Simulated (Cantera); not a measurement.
Feed: 1 mol SiCl4, 0.013 mol CH4, 14 mol H2, 4.2 mol HCl, held at 0.100 bar.

Method: chemical equilibrium by Gibbs-energy minimisation in Cantera with the NASA 1993 tables (ideal gas, pure condensed phases). Candidate condensed phases: C, C6H6, C7H8, C8H18, Si, SiC; 109 gas species. The tables' values for SiCl3, SiCl are old estimates; treat these amounts as uncertain. Gases not in the tables: Si2H6 and higher silanes. Rates play no part.

x: gas mole fraction; n: condensed amount in mol.

```json
[
 {"T (°C)": "825", "x H2": "0.726", "x HCl": "0.222", "x SiCl4": "0.0491", "x H": "6.66e-8", "x SiCl2": "6.48e-5", "x Cl": "1.82e-8", "n SiC(s)": "0"},
 {"T (°C)": "975", "x H2": "0.716", "x HCl": "0.233", "x SiCl4": "0.0407", "x H": "1.25e-6", "x SiCl2": "0.00237", "x Cl": "3.47e-7", "n SiC(s)": "0.0110"},
 {"T (°C)": "1125", "x H2": "0.685", "x HCl": "0.264", "x SiCl4": "0.0197", "x H": "1.24e-5", "x SiCl2": "0.0177", "x Cl": "3.94e-6", "n SiC(s)": "0.0127"},
 {"T (°C)": "1275", "x H2": "0.658", "x HCl": "0.293", "x SiCl4": "0.00448", "x H": "7.90e-5", "x SiCl2": "0.0359", "x Cl": "2.81e-5", "n SiC(s)": "0.0128"},
 {"T (°C)": "1425", "x H2": "0.648", "x HCl": "0.302", "x SiCl4": "0.000804", "x H": "0.000368", "x SiCl2": "0.0436", "x Cl": "0.000134", "n SiC(s)": "0.0128"},
 {"T (°C)": "1575", "x H2": "0.645", "x HCl": "0.305", "x SiCl4": "0.000166", "x H": "0.00135", "x SiCl2": "0.0462", "x Cl": "0.000484", "n SiC(s)": "0.0124"},
 {"T (°C)": "1725", "x H2": "0.641", "x HCl": "0.304", "x SiCl4": "(withheld)", "x H": "(withheld)", "x SiCl2": "0.0472", "x Cl": "(withheld)", "n SiC(s)": "(withheld)"},
 {"T (°C)": "1875", "x H2": "0.635", "x HCl": "0.301", "x SiCl4": "1.26e-5", "x H": "0.0105", "x SiCl2": "0.0471", "x Cl": "0.00365", "n SiC(s)": "0"},
 {"T (°C)": "2025", "x H2": "0.621", "x HCl": "0.298", "x SiCl4": "(withheld)", "x H": "(withheld)", "x SiCl2": "0.0444", "x Cl": "(withheld)", "n SiC(s)": "0"},
 {"T (°C)": "2175", "x H2": "0.594", "x HCl": "0.293", "x SiCl4": "1.47e-6", "x H": "0.0485", "x SiCl2": "0.0377", "x Cl": "0.0170", "n SiC(s)": "0"}
]
```

Problem. Fill in the missing entries.

Solution. 
- 2025, x SiCl4: 4.23e-6
- 2025, x H: 0.0239
- 2025, x Cl: 0.00824
- 1725, x SiCl4: 4.21e-5
- 1725, x H: 0.00406
- 1725, x Cl: 0.00144
- 1725, n SiC(s): 0.00963
